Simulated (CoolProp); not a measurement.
Vapour-liquid equilibrium of ethylene (1) + n-butane (2) at 194.7 K; x and y are mole fractions of (1).

Computed with CoolProp (multi-fluid Helmholtz-energy mixture model, Smukala 2000 and Bücker 2006; pair parameters Bell 2016).

```
x     bubble pressure, mixture model (MPa)  bubble pressure, Raoult's law (MPa)  y, mixture model  y, Raoult's law
----  ------------------------------------  -----------------------------------  ----------------  ---------------
0.05                               0.02771                              0.01942             0.956            0.938
0.2                                0.07951                              0.07386             0.986            0.986
0.35                                0.1201                               0.1283             0.992            0.994
0.5                                 0.1650                               0.1828             0.995            0.997
0.65                                0.2191                               0.2372             0.997            0.998
0.8                                 0.2808                               0.2916             0.999            0.999
0.95                                0.3440                               0.3461             1.000            1.000
```

The largest gap from Raoult's law is +42.7 % in bubble pressure, at x = 0.05. No azeotrope shows between x = 0.05 and 0.95.

The pair parameters rest on a limited set of measurements; away from them the model extrapolates. The gap from Raoult's law changes sign with composition, which may be real or a fault of the pair parameters; it wasn't checked against measurements.
